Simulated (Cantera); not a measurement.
## Equilibrium for silicon etching in halogen gases: Si + NF3

A closed system holds: 1 mol Si, 2 mol NF3, equilibrated at 0.460 bar.

These are equilibrium values from Cantera (NASA tables, ideal gas, pure condensed phases), not measurements of a reactor. Candidate condensed phases: Si, Si3N4; 16 gas species. Equilibrium is a limit: real reactors are often held back by kinetics, nucleation or transport.

```json
[
 {"T (K)": "1125", "log p F": "-1.05", "log p SiF4": "-0.86", "log p N2": "-0.86", "log p F2": "-1.03", "log p NF3": "-3.12", "log p NF2": "-5.65", "log p NF": "-10.92"},
 {"T (K)": "1150", "log p F": "-0.98", "log p SiF4": "-0.87", "log p N2": "-0.87", "log p F2": "-1.08", "log p NF3": "-3.31", "log p NF2": "-5.66", "log p NF": "-10.71"},
 {"T (K)": "1175", "log p F": "-0.93", "log p SiF4": "-0.87", "log p N2": "-0.87", "log p F2": "-1.13", "log p NF3": "-3.52", "log p NF2": "-5.68", "log p NF": "-10.51"},
 {"T (K)": "1200", "log p F": "-0.88", "log p SiF4": "-0.88", "log p N2": "-0.88", "log p F2": "-1.18", "log p NF3": "-3.72", "log p NF2": "-5.71", "log p NF": "-10.33"},
 {"T (K)": "1225", "log p F": "-0.84", "log p SiF4": "-0.89", "log p N2": "-0.89", "log p F2": "-1.25", "log p NF3": "-3.94", "log p NF2": "-5.75", "log p NF": "-10.15"},
 {"T (K)": "1250", "log p F": "-0.80", "log p SiF4": "-0.90", "log p N2": "-0.90", "log p F2": "-1.32", "log p NF3": "-4.15", "log p NF2": "-5.79", "log p NF": "-9.99"},
 {"T (K)": "1275", "log p F": "-0.77", "log p SiF4": "-0.90", "log p N2": "-0.90", "log p F2": "-1.39", "log p NF3": "-4.37", "log p NF2": "-5.84", "log p NF": "-9.84"},
 {"T (K)": "1300", "log p F": "-0.75", "log p SiF4": "-0.91", "log p N2": "-0.91", "log p F2": "-1.47", "log p NF3": "-4.59", "log p NF2": "-5.89", "log p NF": "-9.70"},
 {"T (K)": "1325", "log p F": "-0.73", "log p SiF4": "-0.91", "log p N2": "-0.91", "log p F2": "-1.56", "log p NF3": "-4.82", "log p NF2": "-5.95", "log p NF": "-9.57"},
 {"T (K)": "1350", "log p F": "-0.71", "log p SiF4": "-0.92", "log p N2": "-0.92", "log p F2": "-1.64", "log p NF3": "-5.04", "log p NF2": "-6.02", "log p NF": "-9.44"},
 {"T (K)": "1375", "log p F": "-0.69", "log p SiF4": "-0.92", "log p N2": "-0.92", "log p F2": "-1.73", "log p NF3": "-5.27", "log p NF2": "-6.08", "log p NF": "-9.32"},
 {"T (K)": "1400", "log p F": "-0.68", "log p SiF4": "-0.93", "log p N2": "-0.93", "log p F2": "-1.82", "log p NF3": "-5.49", "log p NF2": "-6.15", "log p NF": "-9.21"},
 {"T (K)": "1425", "log p F": "-0.67", "log p SiF4": "-0.93", "log p N2": "-0.93", "log p F2": "-1.91", "log p NF3": "-5.71", "log p NF2": "-6.22", "log p NF": "-9.11"},
 {"T (K)": "1450", "log p F": "-0.67", "log p SiF4": "-0.93", "log p N2": "-0.93", "log p F2": "-2.01", "log p NF3": "-5.93", "log p NF2": "-6.29", "log p NF": "-9.00"}
]
```
log p: log10 of the partial pressure in bar; nothing condenses.

From 1125 K to 1450 K nothing is condensed. The main Si-bearing gas is SiF4 throughout.
